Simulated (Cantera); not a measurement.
Input (Python, Cantera):

```python
import numpy as np
import cantera as ct

gas = ct.Solution("gri30.yaml")
gas.TPX = 1175, 1200, {'H2': 0.0065, 'O2': 1, 'N2': 0.27}
reactor = ct.IdealGasConstPressureReactor(gas, energy="off", clone=False)
net = ct.ReactorNet([reactor])
net.rtol, net.atol = 1e-08, 1e-18
show = ['H2', 'O2', 'N2O', 'OH', 'NO', 'H2O2', 'HO2']
times = np.geomspace(2e-05, 200, 10)

steps = ct.SolutionArray(gas, extra=["t"])
rows = []
print(f"{'t/s':>10s}{'T/K':>9s}{'P/Pa':>11s}" + "".join(f"{s:>11s}" for s in show))
for t in times:
    while net.time < t:
        t_next = net.step()
        steps.append(gas.state, t=t_next)
    rows.append([np.interp(t, steps.t, y) for y in (steps.T, steps.P, *steps(*show).X.T)])
    print(f"{t:10.3e}{rows[-1][0]:9.1f}{rows[-1][1]:11.4g}" + "".join(f"{x:11.3e}" for x in rows[-1][2:]))
rate = np.gradient(steps.T, steps.t)
print("integrator steps:", len(steps.t))
if steps.T.max() > steps.T[0] + 200:
    print(f"time of steepest temperature rise: {steps.t[rate.argmax()]:.4e} s")
gas.TPX = 1175, 1200, {'H2': 0.0065, 'O2': 1, 'N2': 0.27}
gas.equilibrate("TP")
print(f"equilibrium (TP): T = {gas.T:.1f} K  " + "  ".join(f"{s} {gas[s].X[0]:.3e}" for s in show))
```

It prints:

```
       t/s      T/K       P/Pa         H2         O2        N2O         OH         NO       H2O2        HO2
 2.000e-05   1175.0       1200  5.092e-03  7.834e-01  2.615e-18  5.525e-12  1.192e-24  1.209e-16  4.070e-11
 1.199e-04   1175.0       1200  5.092e-03  7.834e-01  1.599e-17  1.284e-10  2.558e-22  4.343e-15  2.442e-10
 7.188e-04   1175.0       1200  5.092e-03  7.834e-01  1.106e-16  1.511e-09  2.577e-20  1.551e-13  1.467e-09
 4.309e-03   1175.0       1200  5.092e-03  7.834e-01  2.194e-15  6.530e-08  4.976e-18  5.391e-12  9.090e-09
 2.583e-02   1175.0       1200  9.435e-05  7.788e-01  4.104e-10  5.402e-04  3.293e-10  1.801e-08  6.567e-07
 1.549e-01   1175.0       1200  1.066e-05  7.798e-01  3.858e-09  3.208e-04  3.188e-09  8.431e-09  4.245e-07
 9.283e-01   1175.0       1200  2.885e-06  7.820e-01  5.850e-09  1.676e-04  7.937e-09  6.682e-09  2.164e-07
 5.565e+00   1175.0       1200  1.990e-07  7.828e-01  6.376e-09  4.443e-05  1.038e-08  2.048e-09  4.078e-08
 3.336e+01   1175.0       1200  1.050e-08  7.828e-01  6.177e-09  1.029e-05  1.115e-08  2.019e-10  4.194e-09
 2.000e+02   1175.0       1200  9.569e-10  7.828e-01  4.369e-09  3.123e-06  1.140e-08  2.159e-11  1.635e-09
integrator steps: 1814
equilibrium (TP): T = 1175.0 K  H2 3.962e-10  O2 7.828e-01  N2O 6.553e-10  OH 2.013e-06  NO 1.620e-04  H2O2 9.430e-12  HO2 2.025e-09
```

Detailed kinetics in Cantera: GRI-Mech 3.0 (53 species, 325 reactions). Radical loss at walls, strong at low pressure, is not modelled.
